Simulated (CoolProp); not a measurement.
Vapour-liquid equilibrium of R143a (1) + R152A (2) at 11.9 bar; x and y are mole fractions of (1).

The numbers come from the multi-fluid Helmholtz-energy mixture model, Lemmon and Jacobsen 2000 and Outcalt 1996; pair parameters Bell 2016 in CoolProp.

```
x      bubble temperature (°C)  y at the bubble point  dew temperature at overall composition x (°C)  liquid density (mol/L)
-----  -----------------------  ---------------------  ---------------------------------------------  ----------------------
0.05                      48.2                  0.089                                           49.2                   12.51
0.125                     45.1                  0.207                                           47.3                   12.43
0.2                       42.3                  0.311                                           45.3                   12.34
0.275                     39.8                  0.403                                           43.3                   12.25
0.35                      37.5                  0.486                                           41.3                   12.14
0.425                     35.3                  0.560                                           39.2                   12.04
0.5                       33.4                  0.629                                           37.1                   11.93
0.575                     31.5                  0.693                                           34.9                   11.82
0.65                      29.8                  0.753                                           32.8                   11.70
0.725                     28.2                  0.809                                           30.6                   11.59
0.8                       26.6                  0.864                                           28.4                   11.48
0.875                     25.1                  0.916                                           26.3                   11.36
0.95                      23.7                  0.967                                           24.2                   11.25
```

No azeotrope shows between x = 0.05 and 0.95.

The pair parameters rest on a limited set of measurements; away from them the model extrapolates.
